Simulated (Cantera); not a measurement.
Feed: 1 mol Fe(CO)₅, 1.3 mol N₂, 0.1 mol O₂, held at 300 Pa.

These are equilibrium values from Cantera (NASA tables, ideal gas, pure condensed phases), not measurements of a reactor. Candidate condensed phases: C, Fe, Fe(CO)₅, FeO, Fe₂O₃, Fe₃O₄; 27 gas species. Equilibrium is a limit: real reactors are often held back by kinetics, nucleation or transport.

### Question
Which condensed phases are stable at each of these points (T (K)): 948, 1048, 1148, 1248, 1348, 1448, 1548?

### Answer
```
T (K)  condensed phases  Fe condensed (%)
-----  ----------------  ----------------
948               Fe(α)             100.0
1048              Fe(α)             100.0
1148              Fe(α)             100.0
1248              Fe(γ)             100.0
1348              Fe(γ)             100.0
1448              Fe(γ)             100.0
1548              Fe(γ)              99.9
```

From 948 K to 1148 K the condensed part is Fe(α). From 1248 K to 1548 K the condensed part is Fe(γ).
